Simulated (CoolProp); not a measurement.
Vapour-liquid equilibrium of carbon dioxide (1) + hydrogen sulfide (2) at 1.16 MPa; x and y are mole fractions of (1).

Model: multi-fluid Helmholtz-energy mixture model, Span 1996 and Lemmon 2006; pair parameters Kunz 2012, in CoolProp.

```json
[
 {"x": "0.05", "bubble temperature, mixture model (K)": "268.9", "bubble temperature, Raoult's law (K)": "273.3", "y, mixture model": "0.230", "y, Raoult's law": "0.151"},
 {"x": "0.2", "bubble temperature, mixture model (K)": "254.1", "bubble temperature, Raoult's law (K)": "263.8", "y, mixture model": "0.565", "y, Raoult's law": "0.465"},
 {"x": "0.35", "bubble temperature, mixture model (K)": "247.2", "bubble temperature, Raoult's law (K)": "256.5", "y, mixture model": "0.695", "y, Raoult's law": "0.657"},
 {"x": "0.5", "bubble temperature, mixture model (K)": "243.4", "bubble temperature, Raoult's law (K)": "250.6", "y, mixture model": "0.765", "y, Raoult's law": "0.784"},
 {"x": "0.65", "bubble temperature, mixture model (K)": "240.9", "bubble temperature, Raoult's law (K)": "245.8", "y, mixture model": "0.820", "y, Raoult's law": "0.873"},
 {"x": "0.8", "bubble temperature, mixture model (K)": "239.0", "bubble temperature, Raoult's law (K)": "241.7", "y, mixture model": "0.879", "y, Raoult's law": "0.938"},
 {"x": "0.95", "bubble temperature, mixture model (K)": "237.5", "bubble temperature, Raoult's law (K)": "238.2", "y, mixture model": "0.962", "y, Raoult's law": "0.986"}
]
```

The largest gap from Raoult's law is -9.7 K in bubble temperature, at x = 0.2. No azeotrope shows between x = 0.05 and 0.95.

The pair parameters rest on a limited set of measurements; away from them the model extrapolates.
